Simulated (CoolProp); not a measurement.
Vapour-liquid equilibrium of sulfur dioxide (1) + toluene (2) at 0.128 MPa; x and y are mole fractions of (1).

The numbers come from the multi-fluid Helmholtz-energy mixture model, Gao 2016 and Lemmon 2006; pair parameters Bell 2016 in CoolProp.

```tsv
x	bubble temperature, mixture model (°C)	bubble temperature, Raoult's law (°C)	y, mixture model	y, Raoult's law
0.05	90.3	80.3	0.582	0.708
0.2	44.1	38.9	0.939	0.953
0.35	23.6	22.4	0.982	0.983
0.5	12.3	12.6	0.993	0.992
0.65	5.3	5.8	0.996	0.996
0.8	0.5	0.7	0.998	0.999
0.95	-3.4	-3.5	1.000	1.000
```

The largest gap from Raoult's law is +10.0 K in bubble temperature, at x = 0.05. No azeotrope shows between x = 0.05 and 0.95.

Pair parameters are fitted to limited data, so mixtures are less certain than the pure fluids. The gap from Raoult's law changes sign with composition, which may be real or a fault of the pair parameters; it wasn't checked against measurements.
